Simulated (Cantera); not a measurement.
Cantera run:

```python
import numpy as np
import cantera as ct

gas_names = """
    CL CLO CL2 Mg MgCL MgCL2 MgO Mg2 O O2 O3
""".split()
cond_names = """
    Mg(cr) Mg(L) MgCL2(s) MgCL2(L) MgO(s) MgO(L)
""".split()


# ... load() reads the species with a 1 bar reference pressure and builds the phases ...
atoms = {
    'MgO': {'Mg': 1, 'O': 1},
    'Cl2': {'CL': 2},
    'O2': {'O': 2},
}
top_T = {}  # K; cautious upper limits of use, not melting points


# ... equilibrate(T, P, feed) seeds the gas with the atoms and calls Mixture.equilibrate('TP', solver="vcs", rtol=1e-11, max_steps=5000) ...
results = []
feed = {'MgO': 1, 'Cl2': 5.5, 'O2': 0.13}  # mol
P = 21  # Pa
for T in [773, 798, 823, 848, 873, 898, 923]:
    mix = equilibrate(T, P, feed)
    results.append((T, P, feed, dict(zip(mix.species_names, mix.species_moles))))

top = {s: max(r[3][s] / sum(r[3][g] for g in gas_names) for r in results) for s in gas_names}
cols = sorted((s for s in top if top[s] > 0.001), key=lambda s: -top[s])[:5]
seen = [c for c in cond_names if any(r[3].get(c, 0) > 1e-12 for r in results)]
print("log10 of partial pressures in bar; condensed amounts in mol")
print(f"{'T/K':>10s}" + "".join(f"{s[:9]:>10s}" for s in cols + seen))
for T, P, feed, n in results:
    ng = sum(n[g] for g in gas_names)
    print(f"{T:10.4g}" + "".join(f"{np.log10(max(n[s] / ng * P / 1e5, 1e-99)):10.3f}" for s in cols)
          + "".join(f"{n.get(c, 0):10.4g}" for c in seen))
```

It prints:

```
log10 of partial pressures in bar; condensed amounts in mol
       T/K       CL2        O2        CL     MgCL2    MgO(s)
       773    -3.688    -5.314    -7.155    -8.437    0.9999
       798    -3.688    -5.314    -6.893    -8.001    0.9997
       823    -3.688    -5.313    -6.648    -7.593    0.9993
       848    -3.689    -5.312    -6.416    -7.209    0.9983
       873    -3.690    -5.309    -6.198    -6.849    0.9962
       898    -3.691    -5.302    -5.993    -6.512    0.9917
       923    -3.693    -5.289    -5.798    -6.198    0.9829
```

These are equilibrium values from Cantera (NASA tables, ideal gas, pure condensed phases), not measurements of a reactor.
